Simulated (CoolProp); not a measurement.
A closed Brayton cycle with dry air: compressor inlet 319.15 K and 1.6 MPa, high pressure 4.27 MPa, turbine inlet 935 K, compressor efficiency 0.85, turbine efficiency 0.9, recuperator effectiveness 0.9 (on enthalpy, no pinch check). Each further row changes one setting.

The numbers come from the reference Helmholtz-energy equation of state, Lemmon 2000 in CoolProp. It is a pseudo-pure fit of the blend.

```csv
case,thermal efficiency (%),net work (kJ/kg),compressor to turbine work,compressor exit (K),turbine exit (K)
as stated,36.1,88.7,0.58,440.7,745.7
turbine inlet 885 K,33.6,77.2,0.61,440.7,704.3
compressor inlet 329.15 K,34.7,84.8,0.60,454.3,745.7
high pressure 3.63 MPa,36.5,80.1,0.55,418.3,774.3
recuperator effectiveness 0.5,23.7,88.7,0.58,440.7,745.7
```
